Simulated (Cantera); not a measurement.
A closed system holds: 1 mol B₂O₃, a varied amount of N₂, equilibrated at 1773.15 K and 12.0 mbar.

Method: chemical equilibrium by Gibbs-energy minimisation in Cantera with the NASA 1993 tables (ideal gas, pure condensed phases). Candidate condensed phases: B, BN, B₂O₃; 17 gas species. The numbers say what is thermodynamically allowed, not how fast it happens.

Task: What share of the B ends up in condensed phases as a function of n(N₂) (mol), at 2.2, 2.8, 3.6, 4.5, 5.7, 7.2, 9.2, 12, 15?

Result: 
```json
[
 {"n(N₂) (mol)": "2.2", "B condensed (%)": "46.4", "as": "B₂O₃(l)"},
 {"n(N₂) (mol)": "2.8", "B condensed (%)": "31.8", "as": "B₂O₃(l)"},
 {"n(N₂) (mol)": "3.6", "B condensed (%)": "12.3", "as": "B₂O₃(l)"},
 {"n(N₂) (mol)": "4.5", "B condensed (%)": "0.0", "as": "-"},
 {"n(N₂) (mol)": "5.7", "B condensed (%)": "0.0", "as": "-"},
 {"n(N₂) (mol)": "7.2", "B condensed (%)": "0.0", "as": "-"},
 {"n(N₂) (mol)": "9.2", "B condensed (%)": "0.0", "as": "-"},
 {"n(N₂) (mol)": "12", "B condensed (%)": "0.0", "as": "-"},
 {"n(N₂) (mol)": "15", "B condensed (%)": "0.0", "as": "-"}
]
```
